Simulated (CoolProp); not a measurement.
Properties of methanol along the isotherm 435.4 K.

Computed with CoolProp (reference Helmholtz-energy equation of state, de Reuck 1993).

| p (bar) | phase | density (kg/m³) | viscosity (µPa s) | conductivity (mW/(m K)) | fugacity coefficient |
|---|---|---|---|---|---|
| 0.65 | gas | 0.5784 | 14.2 | 29.7 | 0.9948 |
| 1.33 | gas | 1.190 | 14.2 | 29.9 | 0.9892 |
| 2.74 | gas | 2.482 | 14.1 | 30.2 | 0.9777 |
| 5.62 | gas | 5.234 | 14.0 | 30.8 | ? |
| 11.6 | gas | 11.64 | ? | 32.4 | 0.9014 |
| 23.7 | liquid | ? | 123 | 174 | 0.6551 |
| 48.7 | liquid | 636.2 | 128 | 176 | 0.3302 |
| 100 | liquid | ? | 136 | 178 | 0.1726 |
| 205 | liquid | 671.4 | 151 | 184 | 0.09688 |

Question: What belongs in the gaps?

Answer: 
- 5.62, fugacity coefficient: 0.9538
- 11.6, viscosity (µPa s): 13.7
- 23.7, density (kg/m³): 628.4
- 100, density (kg/m³): 649.7

Viscosity comes from a separate model (Xiang 2006). Thermal conductivity comes from a separate model (Sykioti 2013).
